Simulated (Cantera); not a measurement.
A closed system holds: 1 mol B, 0.073 mol HCl, equilibrated at 752 °C and 1.20 bar.

Equilibrium computed with Cantera from the NASA thermochemical tables; the gas is ideal and each condensed phase is pure. Candidate condensed phases: B; 13 gas species. Gases not in the tables: BHCl₂. Rates play no part.

Base state: H₂ 0.553, BCl₃ 0.369, HCl 0.0779 (mole fractions); condensed: B(s).

### Question
What changes in the equilibrium state with this change: B replaced by TiO₂?

### Answer
| species | before | after |
|---|---|---|
| HCl | 0.0779 | 0.992 |
| H₂O | 0 | 0.00557 |
| TiCl₄ | 0 | 0.00278 |
| H₂ | 0.553 | 7.45e-6 |
| BCl₃ | 0.369 | 0 |
| B(s), mol | 0.977 | 0 |
| TiO₂(rutile), mol | 0 | 1.000 |
Condensed phases not in the tables: TiOCl. Further candidate phases: H₂O, Ti, TiCl₂, TiCl₃, TiCl₄, TiO, TiO₂, Ti₂O₃, Ti₃O₅, Ti₄O₇.
